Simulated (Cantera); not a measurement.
A perfectly stirred reactor is fed with 1.73 % CH₄, 2.21 % O₂, 96.1 % N₂, equivalence ratio 1.6, at 1.01 bar; it is held at 1350 K, and followed from long to short residence time.

Detailed kinetics in Cantera: GRI-Mech 3.0 (53 species, 325 reactions). The temperature is held fixed by assumption; the heat of reaction is taken as removed at once.

### Question
Predict: x(CH₄) at τ = 1.00 s; x(O₂) at τ = 1.00 s; x(H₂) at τ = 1.00 s; x(CH₃) at τ = 1.00 s; x(CO) at τ = 1.00 s; x(CH₄) at τ = 32.0 ms; x(O₂) at τ = 32.0 ms; x(H₂) at τ = 32.0 ms; x(CH₃) at τ = 32.0 ms; x(CO) at τ = 32.0 ms.

### Answer
| Item | Result |
|---|---|
| x(CH₄) at τ = 1.00 s | 0.00182 |
| x(O₂) at τ = 1.00 s | 0.00106 |
| x(H₂) at τ = 1.00 s | 0.00742 |
| x(CH₃) at τ = 1.00 s | 1.69e-5 |
| x(CO) at τ = 1.00 s | 0.00857 |
| x(CH₄) at τ = 32.0 ms | 0.00448 |
| x(O₂) at τ = 32.0 ms | 0.00776 |
| x(H₂) at τ = 32.0 ms | 0.00691 |
| x(CH₃) at τ = 32.0 ms | 7.23e-5 |
| x(CO) at τ = 32.0 ms | 0.00854 |
